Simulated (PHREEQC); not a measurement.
A solution holds 79 mmol/kgw HNO3 and 130 mmol/kgw NaCl, at 25 °C. Closed to the air; pH follows from the charge balance.

The numbers come from PHREEQC with the ion-association model, phreeqc.dat.

### Question
The ionic strength comes out as 0.209 mol/kgw. What activity coefficients do Na+, H+, Cl-, NO3- get?

### Answer
Na+ 0.75, H+ 0.80, Cl- 0.71, NO3- 0.69.

Precipitation was switched off in this run.
